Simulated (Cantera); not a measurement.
Charge: 1 mol C2H2, 45 mol H2, equilibrated at 1100 °C and 13.3 mbar.

Cantera equilibrium calculation (NASA polynomials, part measured and part estimated; ideal gas, pure solids and liquids). Candidate condensed phases: C, C6H6, C7H8, C8H18; 76 gas species. Kinetics and transport are ignored.

Base state: H2 1.000, CH4 6.71e-5, H 2.89e-5 (mole fractions); condensed: C(graphite).

### Question
What changes in the equilibrium state with this change: temperature from 1100 °C to 2700 °C?

### Answer
```tsv
species	before	after
H	2.89e-5	0.688
H2	1.000	0.299
C2H2 (acetylene)	1.73e-6	0.00557
C3	<1e-9	0.00323
C2H	<1e-9	0.00212
C	<1e-9	0.00167
C2	<1e-9	0.000573
C(graphite), mol	2.00	0
```
